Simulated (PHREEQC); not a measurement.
Solution (20 °C): 110 mmol/kgw CaCl2, 1.2 mmol/kgw Na2SO4 and 0.28 mmol/kgw NaCl. Closed to the air; pH follows from the charge balance.

Model: ion-association model, wateq4f.dat, run in PHREEQC.

| quantity | before | after |
|---|---|---|
| pH | 6.94 | 6.54 |
| ionic strength (mol/kgw) | 0.331 | 0.331 |
| SO4-2 (mol/kgw) | 0.000512 | 0.000471 |
| NaSO4- (mol/kgw) | 1.64e-6 | 1.70e-6 |
| HSO4- (mol/kgw) | 1.80e-9 | 9.12e-9 |
| SI of Halite (NaCl) | -5.11 | -5.20 |
| SI of Mirabilite (Na2SO4:10H2O) | -8.00 | -9.60 |

**Question.** Name the change that produced these shifts.
A. Na2SO4 from 0.0012 to 0.012 mol/kgw
B. diluted 100-fold with water
C. NaCl from 0.00028 to 2.8e-05 mol/kgw
D. temperature from 20 to 55 °C
E. CaCl2 from 0.11 to 0.099 mol/kgw

**Answer.** D, temperature from 20 to 55 °C

This is a speciation only: nothing precipitates in the calculation. Constants without temperature data keep their 25 °C values here.
